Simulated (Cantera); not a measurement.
Charge: 1 mol FeS, 7.4 mol O2, 3.5 mol N2, held at 1277 °C and 143 Torr.

Equilibrium computed with Cantera from the NASA thermochemical tables; the gas is ideal and each condensed phase is pure. Candidate condensed phases: Fe, FeO, FeS, FeSO4, FeS2, Fe2O3, Fe2(SO4)3, Fe3O4, S; 19 gas species. The numbers say what is thermodynamically allowed, not how fast it happens.

Base state: O2 0.556, N2 0.344, SO2 0.0976, NO 0.00167, SO3 0.000926, O 1.34e-5 (mole fractions); condensed: Fe2O3(s).

Q: What changes in the equilibrium state with this change: pressure from 143 Torr to 5850 Torr?

A: 
```json
[
 {"species": "O2", "before": "0.556", "after": "0.555"},
 {"species": "N2", "before": "0.344", "after": "0.345"},
 {"species": "SO2", "before": "0.0976", "after": "0.0931"},
 {"species": "SO3", "before": "0.000926", "after": "0.00566"},
 {"species": "O", "before": "1.34e-5", "after": "2.09e-6"},
 {"species": "NO2", "before": "5.48e-6", "after": "3.51e-5"},
 {"species": "NO", "before": "0.00167", "after": "0.00167"},
 {"species": "Fe2O3(s), mol", "before": "0.500", "after": "0.500"}
]
```

Q: What changes in the equilibrium state with this change: temperature from 1277 °C to 1052 °C?

A: 
```json
[
 {"species": "O2", "before": "0.556", "after": "0.556"},
 {"species": "N2", "before": "0.344", "after": "0.345"},
 {"species": "SO2", "before": "0.0976", "after": "0.0955"},
 {"species": "SO3", "before": "0.000926", "after": "0.00320"},
 {"species": "NO", "before": "0.00167", "after": "0.000500"},
 {"species": "O", "before": "1.34e-5", "after": "4.71e-7"},
 {"species": "Fe2O3(s), mol", "before": "0.500", "after": "0.500"}
]
```

Q: What changes in the equilibrium state with this change: pressure from 143 Torr to 1200 Torr?

A: 
```json
[
 {"species": "O2", "before": "0.556", "after": "0.555"},
 {"species": "N2", "before": "0.344", "after": "0.344"},
 {"species": "SO2", "before": "0.0976", "after": "0.0960"},
 {"species": "SO3", "before": "0.000926", "after": "0.00264"},
 {"species": "O", "before": "1.34e-5", "after": "4.61e-6"},
 {"species": "NO2", "before": "5.48e-6", "after": "1.59e-5"},
 {"species": "NO", "before": "0.00167", "after": "0.00167"},
 {"species": "Fe2O3(s), mol", "before": "0.500", "after": "0.500"}
]
```
